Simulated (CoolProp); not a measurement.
The fluid at 298.15 K and 2.15 MPa (liquid) is heated at constant pressure to 398.8 K. The same conditions are run with several fluids, on thermodynamics alone (safety and materials aside).

Model: reference Helmholtz-energy equation of state of each fluid (R1224YDZ: Akasaka 2023; chlorine: Thol 2021; R114: Platzer 1990; n-undecane: Aleksandrov 2011; R134a: Tillner-Roth 1994), in CoolProp. The equations of Platzer and Polt are older, rougher fits.

Question: Rank R1224YDZ, chlorine, R114, n-undecane, R134a by heat (kJ/kg), highest first.

Answer: chlorine (292), R134a (264), n-undecane (241), R114 (180), R1224YDZ (130)

```json
[
 {"fluid": "R1224YDZ", "final phase": "liquid", "final density (kg/m³)": "993"},
 {"fluid": "chlorine", "final phase": "gas", "final density (kg/m³)": "51.8"},
 {"fluid": "R114", "final phase": "gas", "final density (kg/m³)": "176"},
 {"fluid": "n-undecane", "final phase": "liquid", "final density (kg/m³)": "662"},
 {"fluid": "R134a", "final phase": "gas", "final density (kg/m³)": "79.2"}
]
```
